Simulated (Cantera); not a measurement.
Premixed flame

A freely propagating, adiabatic, planar premixed flame of C3H8 : O2 : N2 : CO2 = 1 : 4.17 : 15.7 : 3 (molar parts), unburnt at 675 K and 34000 Pa; mixture-averaged transport, grid criteria slope 0.08 and curve 0.16, no radiation.

Detailed kinetics in Cantera: GRI-Mech 3.0 (53 species, 325 reactions). GRI-Mech 3.0 was tuned for natural gas; its chemistry of propane as a main component is partial and can be far from experiment. Burning velocities carry a grid error of a few per cent, more on coarse grids.

```csv
z (mm),T (K),u (m/s),x C3H8,x O2,x CO2,x H2,x HCO,x H2O
-2.73,675,1.34,0.0418,0.174,0.125,0.00175,<1e-8,6.26e-5
-1.82,677,1.34,0.0417,0.174,0.125,0.00452,<1e-8,0.000480
-1.36,682,1.36,0.0416,0.173,0.125,0.00761,<1e-8,0.00167
-0.909,719,1.45,0.0408,0.167,0.124,0.0133,<1e-8,0.00776
-0.455,981,2.03,0.0300,0.137,0.121,0.0229,7.73e-7,0.0377
-0.227,1311,2.81,0.0105,0.0975,0.121,0.0277,2.78e-5,0.0699
0,1645,3.61,0.000367,0.0546,0.125,0.0274,8.68e-5,0.102
0.227,1799,3.96,6.21e-7,0.0295,0.132,0.0216,2.99e-5,0.120
0.455,1836,4.04,<1e-8,0.0195,0.139,0.0174,2.98e-6,0.127
0.909,1859,4.08,<1e-8,0.0145,0.146,0.0157,9.64e-8,0.129
1.82,1887,4.13,<1e-8,0.0127,0.151,0.0155,7.67e-8,0.129
3.64,1927,4.21,<1e-8,0.0112,0.153,0.0149,6.16e-8,0.131
7.27,1980,4.30,<1e-8,0.00921,0.156,0.0138,4.43e-8,0.134
```
x: mole fraction of selected species; z is measured from the peak of heat release.

- laminar burning velocity: 134 cm/s
- thermal thickness: 0.909 mm
- peak x(H2): 0.0286
- peak x(HCO): 8.77e-5
- grid points: 146
